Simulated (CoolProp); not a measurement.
Properties of CF4 (R14) along the isotherm 182.75 °C.

The numbers come from the reference Helmholtz-energy equation of state, Platzer 1990 in CoolProp. This equation is an older, rougher fit.

| p (MPa) | phase | Joule-Thomson coefficient (K/MPa) | isothermal compressibility (1/MPa) | expansivity (1/kK) |
|---|---|---|---|---|
| 0.188 | gas | 2.073 | 5.322 | 2.211 |
| 0.376 | gas | 2.061 | 2.662 | 2.228 |
| 0.564 | gas | 2.049 | 1.776 | 2.245 |
| 0.752 | gas | 2.037 | 1.332 | 2.262 |
| 0.941 | gas | 2.025 | 1.065 | 2.279 |
| 1.13 | gas | 2.013 | 0.8873 | 2.296 |
| 1.32 | gas | 2.001 | 0.7599 | 2.313 |
| 1.5 | gas | 1.989 | 0.6689 | 2.329 |
| 1.69 | gas | 1.977 | 0.5939 | 2.345 |
| 1.88 | gas | 1.965 | 0.5341 | 2.361 |
